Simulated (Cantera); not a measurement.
Input: 1 mol MgO, 0.01 mol HCl, 0.025 mol O2, at 2700 Torr.

Cantera equilibrium calculation (NASA polynomials, part measured and part estimated; ideal gas, pure solids and liquids). Candidate condensed phases: H2O, Mg, MgCl2, MgO, Mg(OH)2; 22 gas species. Condensed phases not in the tables: MgOHCl. The numbers say what is thermodynamically allowed, not how fast it happens.

x: gas mole fraction; n: condensed amount in mol.

```csv
T (K),x O2,x HCl,x H2O,x Cl2,x Cl,x MgCl2,n MgO(s)
873,0.699,0.0871,0.107,0.107,___,1.03e-7,1.00
923,0.700,0.101,0.0995,0.0995,___,4.44e-7,1.00
973,0.701,0.114,0.0924,0.0924,___,1.62e-6,1.00
1023,0.702,0.127,0.0857,0.0857,___,5.15e-6,1.00
1073,0.703,0.138,0.0795,0.0794,___,1.46e-5,1.00
1123,0.704,0.148,0.0739,0.0737,___,3.72e-5,1.000
1173,0.704,0.158,0.0687,0.0684,___,8.71e-5,1.000
1223,0.705,0.166,0.0641,0.0635,___,0.000189,1.000
1273,0.705,0.174,0.0600,0.0590,___,0.000381,1.000
1323,0.706,0.181,0.0564,0.0547,___,0.000725,1.000
1373,0.706,0.186,0.0532,0.0505,___,0.00130,1.000
```

Q: Complete the blanks.

A: 
- 873, x Cl: 7.63e-6
- 923, x Cl: 1.86e-5
- 973, x Cl: 4.11e-5
- 1023, x Cl: 8.39e-5
- 1073, x Cl: 0.000160
- 1123, x Cl: 0.000287
- 1173, x Cl: 0.000488
- 1223, x Cl: 0.000795
- 1273, x Cl: 0.00124
- 1323, x Cl: 0.00187
- 1373, x Cl: 0.00272
